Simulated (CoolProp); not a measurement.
Values from CoolProp's reference Helmholtz-energy equation of state, Thol 2016.

### Question
For R1234ze(E), give the phase and the density (kg/m³), cp (kJ/(kg K)), cv (kJ/(kg K)), Joule-Thomson coefficient (K/MPa) at 420 K and 1640 kPa; 420 K and 2730 kPa.

### Answer
- 420 K and 1640 kPa: gas; density 60.9, cp 1.14, cv 1.01, Joule-Thomson coefficient 8.01
- 420 K and 2730 kPa: gas; density 113, cp 1.25, cv 1.03, Joule-Thomson coefficient 8.68
